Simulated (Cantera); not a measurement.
**Catalytic combustion on Pt**

An isothermal plug-flow reactor at 975 K and 1.38 atm (inlet), inlet velocity 0.062 m/s, active area per volume 410 1/m; feed 0.812 % CH₄, 20.0 % O₂, 79.2 % N₂, equivalence ratio 0.081.

Detailed kinetics in Cantera: Deutschmann's 1995 Pt surface mechanism with GRI-Mech 3.0 gas chemistry. Catalytic surfaces can have several steady states; this one follows from the mechanism file's or the stated starting coverage. Mass transfer to the wall is taken as infinitely fast.

| z (m) | x CH₄ | x O₂ | x H₂O | x CO₂ | x CO | θ free Pt | θ O* | θ OH* |
|---|---|---|---|---|---|---|---|---|
| 3.7e-05 | 0.00807 | 0.200 | 9.99e-5 | 4.76e-5 | 2.28e-6 | 0.128 | 0.872 | 0.000232 |
| 6.2e-05 | 0.00803 | 0.200 | 0.000167 | 8.07e-5 | 2.75e-6 | 0.128 | 0.872 | 0.000281 |
| 0.0001 | 0.00798 | 0.200 | 0.000269 | 0.000131 | 2.97e-6 | 0.128 | 0.872 | 0.000343 |
| 0.00017 | 0.00789 | 0.200 | 0.000454 | 0.000224 | 3.00e-6 | 0.128 | 0.872 | 0.000433 |
| 0.00029 | 0.00773 | 0.200 | 0.000767 | 0.000380 | 2.95e-6 | 0.128 | 0.871 | 0.000553 |
| 0.00048 | 0.00749 | 0.199 | 0.00125 | 0.000621 | 2.86e-6 | 0.128 | 0.871 | 0.000699 |
| 0.0008 | 0.00710 | 0.198 | 0.00203 | 0.00101 | 2.71e-6 | 0.128 | 0.871 | 0.000885 |
| 0.0013 | 0.00652 | 0.197 | 0.00317 | 0.00158 | 2.50e-6 | 0.128 | 0.871 | 0.00110 |
| 0.0022 | 0.00560 | 0.195 | 0.00500 | 0.00249 | 2.15e-6 | 0.128 | 0.870 | 0.00138 |
| 0.0037 | 0.00433 | 0.193 | 0.00752 | 0.00374 | 1.69e-6 | 0.129 | 0.870 | 0.00169 |
x: gas mole fraction; θ: surface coverage.
